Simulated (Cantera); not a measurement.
An isothermal, constant-pressure homogeneous reactor starts with 9.62 % C₂H₆, 90.4 % H₂, at 1025 K and 0.00740 bar.

Model: GRI-Mech 3.0 (53 species, 325 reactions), integrated in Cantera. GRI-Mech 3.0 stops at C3 and has no aromatics, soot or wall deposition, so with more carbon than oxygen in the feed, carbon stays in small species such as C2H2 where larger ones or solid carbon would form. Radical loss at walls, strong at low pressure, is not modelled.

Question: Predict: x(C₂H₆) at 1.00 s; x(H₂) at 1.00 s; x(CH₄) at 1.00 s; x(C₂H₂) at 1.00 s; x(CH₃) at 1.00 s.

Answer: x(C₂H₆) at 1.00 s: 0.0828 (gas-phase equilibrium 9.65e-6)
x(H₂) at 1.00 s: 0.904 (gas-phase equilibrium 0.810)
x(CH₄) at 1.00 s: 0.00220 (gas-phase equilibrium 0.189)
x(C₂H₂) at 1.00 s: 6.82e-6 (gas-phase equilibrium 0.000516)
x(CH₃) at 1.00 s: 3.05e-6 (gas-phase equilibrium 1.88e-7)
